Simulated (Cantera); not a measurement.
Feed: 1 mol Si3N4, 0.91 mol C, 0.27 mol H2, held at 100000 Pa.

These are equilibrium values from Cantera (NASA tables, ideal gas, pure condensed phases), not measurements of a reactor. Candidate condensed phases: C, C6H6, C7H8, C8H18, Si, SiC, Si3N4; 105 gas species. Mutual solubility and eutectic melting of coexisting phases are not modelled. Kinetics and transport are ignored. All values below are at 1725 K.

Base state: N2 0.691, H2 0.307, HCN 0.00140, H 0.000103, CH4 6.83e-5, HNC 4.45e-5, C2H2 (acetylene) 1.48e-5 (mole fractions); condensed: SiC(s) + Si3N4(s).

**Question.** What changes in the equilibrium state with this change: C from 0.91 to 0.037 mol?

**Answer.** 
| species | before | after |
|---|---|---|
| H2 | 0.307 | 0.916 |
| N2 | 0.691 | 0.0834 |
| HCN | 0.00140 | 0.000205 |
| HNC | 4.45e-5 | 6.52e-6 |
| C2H2 (acetylene) | 1.48e-5 | 2.64e-6 |
| CH4 | 6.83e-5 | 0.000148 |
| H | 0.000103 | 0.000178 |
| SiC(s), mol | 0.909 | 0.0369 |
| Si3N4(s), mol | 0.697 | 0.988 |
